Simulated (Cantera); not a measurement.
A perfectly stirred reactor is fed with H₂ : O₂ : N₂ = 1 : 0.333 : 1.25 (molar parts), at 5.00 bar; it is adiabatic with a 598 K inlet, and is followed from long to short residence time, starting on the burning branch (τ in s: 0.036, 0.016, 0.0075, 0.0034, 0.0016, 0.00071, 0.00032, 0.00015, 6.7e-05, 3.1e-05).

Detailed kinetics in Cantera: GRI-Mech 3.0 (53 species, 325 reactions). The hydrogen kinetics of GRI-Mech 3.0 are dated; newer H2 mechanisms differ, most at raised pressure.

What does this change do: O2 0.333 to 0.47 parts?


```json
[
 {"quantity": "blow-out, bracketed by the residence times tried", "before": "burning at 31.0 µs, the shortest tried", "after": "burning at 31.0 µs, the shortest tried"},
 {"quantity": "x(H₂) at τ = 36.0 ms", "before": "0.147", "after": "0.0495"},
 {"quantity": "x(O₂) at τ = 36.0 ms", "before": "3.38e-5", "after": "0.00584"},
 {"quantity": "x(N₂O) at τ = 36.0 ms", "before": "1.99e-8", "after": "5.33e-7"},
 {"quantity": "x(NO) at τ = 36.0 ms", "before": "0.000184", "after": "0.00511"},
 {"quantity": "x(NO₂) at τ = 36.0 ms", "before": "3.96e-9", "after": "1.27e-6"},
 {"quantity": "x(H₂) at τ = 0.710 ms", "before": "0.145", "after": "0.0504"},
 {"quantity": "x(O₂) at τ = 0.710 ms", "before": "0.000335", "after": "0.00689"},
 {"quantity": "x(N₂O) at τ = 0.710 ms", "before": "2.23e-8", "after": "4.66e-7"},
 {"quantity": "x(NO) at τ = 0.710 ms", "before": "9.39e-5", "after": "0.00346"},
 {"quantity": "x(NO₂) at τ = 0.710 ms", "before": "2.89e-9", "after": "9.00e-7"}
]
```
